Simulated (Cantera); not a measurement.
A Cantera script and what it prints.

```python
import numpy as np
import cantera as ct

gas_names = [...]  # 110 gases of nasa_gas.yaml made of C, H, O
cond_names = """
    C(gr) C6H6(L) C7H8(L) C8H18(L),n-octa H2O(s) H2O(L)
""".split()


# ... load() reads the species with a 1 bar reference pressure and builds the phases ...
atoms = {
    'C2H5OH': {'C': 2, 'H': 6, 'O': 1},
    'CO2': {'C': 1, 'O': 2},
}
top_T = {'C(gr)': 4500}  # K; cautious upper limits of use, not melting points


# ... equilibrate(T, P, feed) seeds the gas with the atoms and calls Mixture.equilibrate('TP', solver="vcs", rtol=1e-11, max_steps=5000) ...
results = []
feed = {'C2H5OH': 1, 'CO2': 0.074}  # mol
T = 575  # K
P = 110000  # Pa
mix = equilibrate(T, P, feed)
results.append((T, P, feed, dict(zip(mix.species_names, mix.species_moles))))
x = sorted(zip(gas.X, gas.species_names), reverse=True)
print(f"T = {T:g} K  P = {P:g} Pa  gas = {mix.phase_moles(0):.4g} mol")
print("   x: " + "  ".join(f"{s} {v:.3e}" for v, s in x if v > 0.0001))
print("   condensed (mol): " + ("  ".join(f"{mix.phase(i).name} {mix.phase_moles(i):.4g}"
      for i in range(1, mix.n_phases) if mix.phase_moles(i) > 1e-12) or "none"))
```

Result:

```
T = 575 K  P = 110000 Pa  gas = 2.124 mol
   x: CH4 4.622e-01  H2O 4.417e-01  CO2 4.939e-02  H2 4.654e-02  CO 1.310e-04
   condensed (mol): C(gr) 0.9872
```

Method: chemical equilibrium by Gibbs-energy minimisation in Cantera with the NASA 1993 tables (ideal gas, pure condensed phases).
